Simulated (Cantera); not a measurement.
## Premixed flame

A freely propagating, adiabatic, planar premixed flame of CH4 : O2 : N2 : H2O = 1 : 2 : 7.52 : 0.4 (molar parts), unburnt at 375 K and 0.132 atm; mixture-averaged transport, grid criteria slope 0.08 and curve 0.16, no radiation.

Computed with Cantera and GRI-Mech 3.0 (53 species, 325 reactions). Burning velocities carry a grid error of a few per cent, more on coarse grids.

```tsv
z (mm)	T (K)	u (m/s)	x CH4	x O2	x H2O	x C2H2	x H	x C2H4
-7.24	375	0.780	0.0915	0.183	0.0366	<1e-8	<1e-8	<1e-8
-4.82	375	0.782	0.0914	0.183	0.0366	<1e-8	<1e-8	<1e-8
-3.62	377	0.788	0.0911	0.182	0.0368	1.21e-8	<1e-8	9.08e-8
-2.41	412	0.865	0.0887	0.180	0.0402	4.10e-7	1.61e-6	3.32e-6
-1.21	791	1.69	0.0665	0.152	0.0767	1.30e-5	0.000385	0.000107
-0.603	1205	2.61	0.0376	0.113	0.118	4.50e-5	0.00159	0.000315
0	1585	3.46	0.00966	0.0663	0.159	8.93e-5	0.00504	0.000245
0.603	1736	3.79	0.000869	0.0384	0.179	2.12e-5	0.00949	1.83e-5
1.21	1768	3.85	4.13e-5	0.0282	0.183	9.31e-7	0.0121	3.53e-7
2.41	1793	3.89	8.18e-8	0.0232	0.183	<1e-8	0.0134	<1e-8
4.82	1823	3.94	<1e-8	0.0211	0.182	<1e-8	0.0129	<1e-8
9.65	1863	4.01	<1e-8	0.0197	0.185	<1e-8	0.0110	<1e-8
19.3	1920	4.12	<1e-8	0.0178	0.189	<1e-8	0.00834	<1e-8
```
x: mole fraction of selected species; z is measured from the peak of heat release.

```
Item                         Result
------------------------  ---------
laminar burning velocity  78.0 cm/s
thermal thickness           2.41 mm
peak x(C2H2)                8.98e-5
peak x(H)                    0.0135
peak x(C2H4)               0.000366
grid points                     160
```
